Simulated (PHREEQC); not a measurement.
30 mol of Carnallite (KMgCl3:6H2O) is brought to equilibrium with 1 kg of water, with rising amounts of Li2SO4, at 25 °C. No CO2 enters from the air. Solids allowed: Carnallite, Arcanite, Bischofite, Brucite, Epsomite, Hexahydrite, Kainite, Kieserite, Leonite, Misenite, Schoenite, Sylvite, MgCl2_4H2O. Others were left out.

All values are PHREEQC results (Pitzer model, pitzer.dat), not measurements.

```csv
Li2SO4 added (mol),dissolved K (mol/kgw),dissolved Mg (mol/kgw),dissolved Cl (mol/kgw),Sylvite (mol)
0,0.506,4.26,9.02,6.95
0.167,?,4.23,8.95,6.90
0.333,?,4.21,8.89,6.84
0.5,0.457,4.16,8.86,6.76
0.667,?,4.09,8.88,6.63
0.833,0.423,4.02,8.91,6.50
1,0.407,3.95,8.95,6.37
1.17,0.391,3.87,8.98,6.23
1.33,?,3.80,9.01,6.11
1.5,0.360,3.73,9.05,5.97
1.67,0.345,3.65,9.09,5.84
1.83,0.331,3.58,9.12,5.71
2,0.317,3.50,9.16,5.58
```

Problem. Complete the blanks.

Solution. 
- 0.167, dissolved K (mol/kgw): 0.490
- 0.333, dissolved K (mol/kgw): 0.474
- 0.667, dissolved K (mol/kgw): 0.440
- 1.33, dissolved K (mol/kgw): 0.376
